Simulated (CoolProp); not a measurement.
Aqueous ethanol as a coolant, at -4 °C, 1 atm.

Model: Melinder's fits for secondary coolants, in CoolProp.

| mass % | freezing point (°C) | density (kg/m³) | cp (kJ/(kg K)) | viscosity (mPa s) | Prandtl number |
|---|---|---|---|---|---|
| 14.2 | -6.9 | 981.3 | 4.430 | 5.12 | 47.8 |
| 19.2 | -10.5 | 977.3 | 4.388 | 6.38 | 62.5 |
| 24.1 | -14.6 | 973.1 | 4.299 | 7.48 | 76.0 |
| 29.1 | -19.3 | 967.9 | 4.174 | 8.31 | 86.9 |
| 34.1 | -24.1 | 961.5 | 4.031 | 8.76 | 93.9 |
| 39 | -28.6 | 953.8 | 3.888 | 8.83 | 96.8 |
| 44 | -33.0 | 944.8 | 3.747 | 8.58 | 96.2 |
| 48.9 | -36.8 | 934.9 | 3.616 | 8.12 | 93.2 |
| 53.9 | -40.4 | 924.0 | 3.481 | 7.50 | 88.0 |
